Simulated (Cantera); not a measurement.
A closed system holds: 1 mol SiF4, 1.5 mol N2, 73 mol H2, held at 1250 K.

Cantera equilibrium calculation (NASA polynomials, part measured and part estimated; ideal gas, pure solids and liquids). Candidate condensed phases: Si, Si3N4; 37 gas species. N2 is the only nitrogen source here; it is nearly inert below about 1500 K, so the nitride shown seldom forms there in practice. The tables' values for SiF3, SiF2 are old estimates; treat these amounts as uncertain. The numbers say what is thermodynamically allowed, not how fast it happens.

x: gas mole fraction; n: condensed amount in mol.

```tsv
P (Pa)	x H2	x N2	x SiF4	x HF	x SiF3	x SiHF3	n Si3N4(s)
5	0.963	0.0198	0.0102	0.00353	0.00234	0.000157	0
36	0.965	0.0198	0.0112	(withheld)	0.00153	(withheld)	0
260	0.965	0.0197	0.0119	0.00186	0.000721	0.000351	0.00437
1900	0.966	0.0197	0.0123	(withheld)	0.000322	(withheld)	(withheld)
14000	0.966	0.0198	0.0124	0.00135	0.000141	0.000503	0.00428
100000	0.966	0.0198	0.0125	0.00115	6.23e-5	0.000594	0.00290
```

Fill in the missing entries.


- 36, x HF: 0.00221
- 36, x SiHF3: 0.000276
- 1900, x HF: 0.00159
- 1900, x SiHF3: 0.000423
- 1900, n Si3N4(s): 0.00511
